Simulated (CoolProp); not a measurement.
Vapour-liquid equilibrium of methanol (1) + dimethyl carbonate (2) at 169 kPa; x and y are mole fractions of (1).

Computed with CoolProp (multi-fluid Helmholtz-energy mixture model, de Reuck 1993 and Zhou 2011; pair parameters Bell 2016).

| x | bubble temperature, mixture model (K) | bubble temperature, Raoult's law (K) | y, mixture model | y, Raoult's law |
|---|---|---|---|---|
| 0.05 | 372.9 | 377.5 | 0.217 | 0.120 |
| 0.15 | 364.0 | 373.0 | 0.447 | 0.312 |
| 0.25 | [?] | 369.1 | 0.565 | 0.460 |
| 0.35 | 355.9 | 365.8 | 0.637 | 0.578 |
| 0.45 | 354.0 | 362.9 | 0.687 | 0.674 |
| 0.55 | 352.7 | 360.3 | 0.728 | 0.755 |
| 0.65 | [?] | 357.9 | 0.765 | 0.823 |
| 0.75 | 351.1 | 355.8 | [?] | 0.883 |
| 0.85 | 350.8 | 353.9 | 0.861 | 0.934 |
| 0.95 | 350.9 | 352.1 | 0.942 | 0.979 |

Problem. Complete the blanks.

Solution. 
- 0.25, bubble temperature, mixture model (K): 359.0
- 0.65, bubble temperature, mixture model (K): 351.8
- 0.75, y, mixture model: 0.807

The largest gap from Raoult's law is -10.1 K in bubble temperature, at x = 0.25. y crosses x between x = 0.85 and 0.95: the model has an azeotrope there.

Pair parameters are fitted to limited data, so mixtures are less certain than the pure fluids.
